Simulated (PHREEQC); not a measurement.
Make-up at 55 °C: 0.99 mmol/kgw Ba(NO3)2. Closed to the air; pH follows from the charge balance.

Computed with PHREEQC (ion-association model, phreeqc.dat).

No solid was allowed to form.

**Question.** What specific conductance does the model give?

**Answer.** specific conductance 443 µS/cm.

Constants without temperature data keep their 25 °C values here.
